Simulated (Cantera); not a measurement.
Input: 1 mol SiHCl3, 0.05 mol C2H4, 2000 mol H2, held at 977 °C and 0.00133 bar.

Equilibrium computed with Cantera from the NASA thermochemical tables; the gas is ideal and each condensed phase is pure. Candidate condensed phases: C, C6H6, C7H8, C8H18, Si, SiC; 109 gas species. Mutual solubility and eutectic melting of coexisting phases are not modelled. Equilibrium is a limit: real reactors are often held back by kinetics, nucleation or transport.

Base state: H2 0.998, HCl 0.00149, H 1.32e-5 (mole fractions); condensed: Si(s) + SiC(s).

What changes in the equilibrium state with this change: pressure from 0.00133 bar to 1.00 bar?


| species | before | after |
|---|---|---|
| H2 | 0.998 | 0.998 |
| HCl | 0.00149 | 0.00148 |
| CH4 | 3.30e-8 | 2.48e-5 |
| H | 1.32e-5 | 4.83e-7 |
| Si(s), mol | 0.889 | 0.928 |
| SiC(s), mol | 0.0999 | 0.0504 |
